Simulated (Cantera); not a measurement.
Charge: 1 mol SiF4, 10 mol NH3, 6.8 mol H2, held at 1175 K and 1000 Pa.

Cantera equilibrium calculation (NASA polynomials, part measured and part estimated; ideal gas, pure solids and liquids). Candidate condensed phases: Si, Si3N4; 37 gas species. The tables' values for SiF3 are old estimates; treat these amounts as uncertain. The numbers say what is thermodynamically allowed, not how fast it happens.

Base state: H2 0.783, N2 0.180, SiF4 0.0351, HF 0.00188, SiHF3 0.000360, SiF3 0.000205 (mole fractions); condensed: Si3N4(s).

**Question.** What changes in the equilibrium state with this change: NH3 from 10 to 0.23 mol?

**Answer.** 
```csv
species,before,after
H2,0.783,0.863
SiF4,0.0351,0.119
N2,0.180,0.0139
SiHF3,0.000360,0.00127
SiF3,0.000205,0.000691
"Si3N4(s), mol",0.00303,0
```
